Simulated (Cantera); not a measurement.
Input (Python, Cantera) and output of one run.

```python
import numpy as np
import cantera as ct

gas_names = """
    H HNO HNO2 HNO3 HO2 H2 H2O H2O2 N NH NH2 NH3 NH2OH NO NO2 NO3 N2 N2H2 N2H4 N2O O OH O2 O3 Si SiH
    SiH2 SiH3 SiH4 SiN SiO SiO2 Si2 Si2N Si3
""".split()
cond_names = """
    H2O(s) H2O(L) Si(cr) Si(L) SiO2(Lqz) SiO2(hqz) SiO2(L) Si2N2O(s) Si3N4(a)
""".split()


# ... load() reads the species with a 1 bar reference pressure and builds the phases ...
atoms = {
    'Si3N4': {'Si': 3, 'N': 4},
    'O2': {'O': 2},
    'H2': {'H': 2},
}
top_T = {'Si2N2O(s)': 2100, 'Si3N4(a)': 2400}  # K; cautious upper limits of use, not melting points


# ... equilibrate(T, P, feed) seeds the gas with the atoms and calls Mixture.equilibrate('TP', solver="vcs", rtol=1e-11, max_steps=5000) ...
results = []
P = 8.6  # Pa
for T in [973, 1123, 1273, 1423, 1573, 1723, 1873, 2023, 2173]:
    for m in [0.002, 0.0048, 0.012, 0.029, 0.07, 0.17, 0.42]:
        feed = {'Si3N4': 1, 'O2': m, 'H2': 63}  # mol
        mix = equilibrate(T, P, feed)
        results.append((T, P, feed, dict(zip(mix.species_names, mix.species_moles))))

for T, P, feed, n in results:
    print(f"{T:7g} {feed['O2']:10.4g}  " + (" + ".join(c for c in cond_names if n.get(c, 0) > 1e-12) or "gas only"))
```

Result:

```
    973      0.002  Si2N2O(s) + Si3N4(a)
    973     0.0048  Si2N2O(s) + Si3N4(a)
    973      0.012  Si2N2O(s) + Si3N4(a)
    973      0.029  Si2N2O(s) + Si3N4(a)
    973       0.07  Si2N2O(s) + Si3N4(a)
    973       0.17  Si2N2O(s) + Si3N4(a)
    973       0.42  Si2N2O(s) + Si3N4(a)
   1123      0.002  Si(cr) + Si2N2O(s) + Si3N4(a)
   1123     0.0048  Si2N2O(s) + Si3N4(a)
   1123      0.012  Si2N2O(s) + Si3N4(a)
   1123      0.029  Si2N2O(s) + Si3N4(a)
   1123       0.07  Si2N2O(s) + Si3N4(a)
   1123       0.17  Si2N2O(s) + Si3N4(a)
   1123       0.42  Si2N2O(s) + Si3N4(a)
   1273      0.002  Si(cr) + Si2N2O(s) + Si3N4(a)
   1273     0.0048  Si(cr) + Si2N2O(s) + Si3N4(a)
   1273      0.012  Si(cr) + Si2N2O(s) + Si3N4(a)
   1273      0.029  Si(cr) + Si2N2O(s) + Si3N4(a)
   1273       0.07  Si(cr) + Si2N2O(s) + Si3N4(a)
   1273       0.17  Si(cr) + Si2N2O(s) + Si3N4(a)
   1273       0.42  Si2N2O(s) + Si3N4(a)
   1423      0.002  Si(cr)
   1423     0.0048  Si(cr)
   1423      0.012  Si(cr)
   1423      0.029  Si(cr)
   1423       0.07  Si(cr)
   1423       0.17  Si(cr) + Si2N2O(s)
   1423       0.42  Si(cr) + Si2N2O(s)
   1573      0.002  Si(cr)
   1573     0.0048  Si(cr)
   1573      0.012  Si(cr)
   1573      0.029  Si(cr)
   1573       0.07  Si(cr)
   1573       0.17  Si(cr)
   1573       0.42  Si(cr)
   1723      0.002  Si(L)
   1723     0.0048  Si(L)
   1723      0.012  Si(L)
   1723      0.029  Si(L)
   1723       0.07  Si(L)
   1723       0.17  Si(L)
   1723       0.42  Si(L)
   1873      0.002  gas only
   1873     0.0048  gas only
   1873      0.012  gas only
   1873      0.029  gas only
   1873       0.07  gas only
   1873       0.17  gas only
   1873       0.42  gas only
   2023      0.002  gas only
   2023     0.0048  gas only
   2023      0.012  gas only
   2023      0.029  gas only
   2023       0.07  gas only
   2023       0.17  gas only
   2023       0.42  gas only
   2173      0.002  gas only
   2173     0.0048  gas only
   2173      0.012  gas only
   2173      0.029  gas only
   2173       0.07  gas only
   2173       0.17  gas only
   2173       0.42  gas only
```

Cantera equilibrium calculation (NASA polynomials, part measured and part estimated; ideal gas, pure solids and liquids). Mutual solubility and eutectic melting of coexisting phases are not modelled.
